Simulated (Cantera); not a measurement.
Input: 1 mol CCl4, 1.7 mol F2, held at 1398.15 K and 1000 Pa.

Equilibrium computed with Cantera from the NASA thermochemical tables; the gas is ideal and each condensed phase is pure. Gases not in the tables: C2F6 and larger saturated fluorocarbons. Kinetics and transport are ignored.

```
species             before     after
----------------  --------  --------
Cl2                  0.525     0.751
Cl                   0.203     0.243
CF4                  0.260   0.00485
CClF3               0.0121  0.000734
CF2                4.25e-5   5.81e-6
CCl2F2            0.000503   9.85e-5
ClF                4.07e-5   1.80e-5
CCl3F              1.65e-5   1.04e-5
C(graphite), mol     0.140     0.987
```
Gas species are given as mole fractions.

Problem. Name the change that produced these shifts.
A) temperature from 1398.15 K to 2773.15 K
B) pressure from 1000 Pa to 64000 Pa
C) pressure from 1000 Pa to 200 Pa
D) F2 from 1.7 to 0.025 mol

Solution. D, F2 from 1.7 to 0.025 mol
